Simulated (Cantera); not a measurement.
Premixed flame

A freely propagating, adiabatic, planar premixed flame of 38.7 % H₂, 9.67 % O₂, 48.3 % N₂, 3.33 % H₂O, equivalence ratio 2.0, unburnt at 300 K and 0.330 bar; mixture-averaged transport, grid criteria slope 0.08 and curve 0.16, no radiation.

Model: the H2/O2 subset of GRI-Mech 3.0, which has no nitrogen chemistry, integrated in Cantera. Burning velocities carry a grid error of a few per cent, more on coarse grids.

| z (mm) | T (K) | u (m/s) | x H₂ | x O₂ | x H₂O | x OH | x H | x H₂O₂ |
|---|---|---|---|---|---|---|---|---|
| -4.08 | 300 | 1.97 | 0.387 | 0.0967 | 0.0333 | <1e-8 | <1e-8 | <1e-8 |
| -2.72 | 300 | 1.97 | 0.387 | 0.0967 | 0.0333 | <1e-8 | <1e-8 | <1e-8 |
| -2.04 | 300 | 1.97 | 0.387 | 0.0967 | 0.0333 | <1e-8 | <1e-8 | <1e-8 |
| -1.36 | 300 | 1.97 | 0.387 | 0.0967 | 0.0333 | <1e-8 | <1e-8 | <1e-8 |
| -0.681 | 308 | 2.01 | 0.384 | 0.0971 | 0.0335 | 1.29e-6 | 2.83e-7 | 2.55e-6 |
| -0.340 | 458 | 2.93 | 0.365 | 0.0953 | 0.0428 | 0.000464 | 0.000834 | 6.60e-5 |
| 0 | 815 | 5.08 | 0.314 | 0.0796 | 0.0839 | 0.000499 | 0.0136 | 1.29e-5 |
| 0.340 | 1101 | 6.77 | 0.245 | 0.0464 | 0.152 | 0.00105 | 0.0390 | 4.66e-7 |
| 0.681 | 1265 | 7.76 | 0.197 | 0.0151 | 0.212 | 0.00149 | 0.0568 | 2.70e-7 |
| 1.36 | 1387 | 8.46 | 0.180 | 0.00104 | 0.240 | 0.00150 | 0.0575 | 1.54e-7 |
| 2.72 | 1481 | 8.98 | 0.186 | 0.000219 | 0.243 | 0.00160 | 0.0460 | 1.27e-7 |
| 5.44 | 1572 | 9.47 | 0.194 | 0.000129 | 0.245 | 0.00152 | 0.0336 | 8.40e-8 |
| 10.9 | 1646 | 9.87 | 0.200 | 6.63e-5 | 0.247 | 0.00126 | 0.0229 | 4.60e-8 |
x: mole fraction of selected species; z is measured from the peak of heat release.

The laminar burning velocity is 197 cm/s and the thermal thickness is 1.36 mm. The peak x(OH) is 0.00161, the peak x(H) is 0.0600 and the peak x(H₂O₂) is 6.76e-5. The grid points comes out as 131.
